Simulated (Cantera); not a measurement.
Input: 1 mol SiH2Cl2, 1100 mol H2, held at 2448.15 K and 0.950 bar.

Method: chemical equilibrium by Gibbs-energy minimisation in Cantera with the NASA 1993 tables (ideal gas, pure condensed phases). Candidate condensed phases: Si; 19 gas species. Gases not in the tables: Si2H6 and higher silanes. Equilibrium is a limit: real reactors are often held back by kinetics, nucleation or transport.

Base state: H2 0.977, H 0.0202, HCl 0.00176, Si 0.000582, SiH 0.000161, SiH2 0.000143, Cl 2.59e-5 (mole fractions); condensed: gas only.

### Question
What changes in the equilibrium state with this change: H2 from 1100 to 1.7 mol?

### Answer
| species | before | after |
|---|---|---|
| H2 | 0.977 | 0.593 |
| HCl | 0.00176 | 0.233 |
| SiCl2 | 8.47e-7 | 0.141 |
| H | 0.0202 | 0.0157 |
| SiCl3 | <1e-9 | 0.00267 |
| SiHCl3 | <1e-9 | 6.81e-5 |
| SiCl4 | <1e-9 | 3.32e-5 |
| SiH2Cl2 | <1e-9 | 3.01e-5 |
| Si(l), mol | 0 | 0.424 |
The tables' values for SiCl, SiCl3 are old estimates; treat these amounts as uncertain.

### Question
What changes in the equilibrium state with this change: SiH2Cl2 replaced by CH3SiH3?

### Answer
```
species             before     after
----------------  --------  --------
H2                   0.977     0.978
H                   0.0202    0.0202
Si                0.000582  0.000565
HCl                0.00176         0
C2H2 (acetylene)         0  0.000412
CH4                      0   3.28e-5
Cl                 2.59e-5         0
Si2C                     0   1.24e-5
```
The feed counts by its element totals alone. Further candidate phases: C, C6H6, C7H8, C8H18, SiC.

### Question
What changes in the equilibrium state with this change: SiH2Cl2 replaced by SiHCl3?

### Answer
```json
[
 {"species": "H2", "before": "0.977", "after": "0.976"},
 {"species": "H", "before": "0.0202", "after": "0.0202"},
 {"species": "HCl", "before": "0.00176", "after": "0.00264"},
 {"species": "Cl", "before": "2.59e-5", "after": "3.88e-5"},
 {"species": "Si", "before": "0.000582", "after": "0.000580"},
 {"species": "SiH2", "before": "0.000143", "after": "0.000142"},
 {"species": "SiH", "before": "0.000161", "after": "0.000160"}
]
```
